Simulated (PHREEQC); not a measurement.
Solution (25 °C): 0.074 mol/kgw MgCl2 and 0.0096 mol/kgw NaCl. Closed to the air; pH follows from the charge balance.

Computed with PHREEQC (ion-association model, phreeqc.dat).

Question: The ionic strength comes out as 0.232 mol/kgw. What activity coefficients do Mg+2, Na+, Cl- get?

Answer: Mg+2 0.33, Na+ 0.74, Cl- 0.70.

No solid was allowed to form.
